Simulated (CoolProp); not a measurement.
Vapour-liquid equilibrium of ethylene (1) + propylene (2) at -100.15 °C; x and y are mole fractions of (1).

Model: multi-fluid Helmholtz-energy mixture model, Smukala 2000 and Lemmon 2013; pair parameters Bell 2016, in CoolProp.

**Question.** Give the bubble pressure and the first vapour's composition at x = 0.125, 0.875, 0.95. Is there an azeotrope?

**Answer.** x = 0.125: 0.02071 MPa, y = 0.830; x = 0.875: 0.1099 MPa, y = 0.994; x = 0.95: 0.1187 MPa, y = 0.998. No azeotrope shows between x = 0.05 and 0.95.

The pair parameters rest on a limited set of measurements; away from them the model extrapolates.
